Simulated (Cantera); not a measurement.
Input: 1 mol SiO2, 2.9 mol C, 2.3 mol N2, equilibrated at 95.0 Pa.

Equilibrium computed with Cantera from the NASA thermochemical tables; the gas is ideal and each condensed phase is pure. Candidate condensed phases: C, Si, SiC, SiO2, Si2N2O, Si3N4; 34 gas species. Kinetics and transport are ignored. All values below are at 1502 °C.

Base state: N2 0.535, CO 0.453, SiO 0.0116, Si 0.000110 (mole fractions); condensed: SiC(s).

**Question.** What changes in the equilibrium state with this change: C from 2.9 to 0.81 mol?

**Answer.** 
| species | before | after |
|---|---|---|
| N2 | 0.535 | 0.587 |
| SiO | 0.0116 | 0.207 |
| CO | 0.453 | 0.206 |
| CO2 | 3.77e-8 | 0.000377 |
| Si | 0.000110 | 8.97e-8 |
| SiC(s), mol | 0.950 | 0 |
| SiO2(condensed), mol | 0 | 0.189 |
The tables hold silica as quartz up to 1696 K and as liquid above; real silica turns to tridymite and cristobalite and melts near 1996 K.
